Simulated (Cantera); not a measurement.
Feed: 1 mol SiF4, 14 mol N2, held at 1673 K and 14.0 Pa.

Equilibrium computed with Cantera from the NASA thermochemical tables; the gas is ideal and each condensed phase is pure. Candidate condensed phases: Si, Si3N4; 16 gas species. The tables' values for SiF3 are old estimates; treat these amounts as uncertain. Equilibrium is a limit: real reactors are often held back by kinetics, nucleation or transport.

Question: What is the equilibrium state?

Answer: 
| Item | Result |
|---|---|
| x(N2) | 0.933 |
| x(SiF4) | 0.0666 |
| x(F) | 0.000108 |
| x(SiF3) | 0.000107 |
| gas amount | 15.00 mol |
| log10 activity of Si(s) (absent) | -13.71 |
